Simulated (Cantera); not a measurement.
A closed system holds: 1 mol FeS2, 0.051 mol SO2, 0.11 mol H2O, at 0.160 bar.

Cantera equilibrium calculation (NASA polynomials, part measured and part estimated; ideal gas, pure solids and liquids). Candidate condensed phases: Fe, FeO, Fe(OH)2, Fe(OH)3, FeS, FeSO4, FeS2, Fe2O3, Fe2(SO4)3, Fe3O4, H2O, H2SO4, S; 22 gas species. Gases not in the tables: S3 to S7. Kinetics and transport are ignored. All values below are at 748 K.

Base state: H2O 0.680, SO2 0.317, H2S 0.00289, S2 0.000549, S2O 8.73e-5, H2 6.07e-5 (mole fractions); condensed: FeS2(s) + Fe3O4(s).

Task: What changes in the equilibrium state with this change: pressure from 0.160 bar to 1.60 bar?

Result: 
```csv
species,before,after
H2O,0.680,0.681
SO2,0.317,0.317
H2S,0.00289,0.00217
S2,0.000549,0.000174
H2,6.07e-5,2.56e-5
S2O,8.73e-5,6.55e-5
"FeS2(s), mol",1.000,1.000
"Fe3O4(s), mol",0.000113,7.47e-5
```
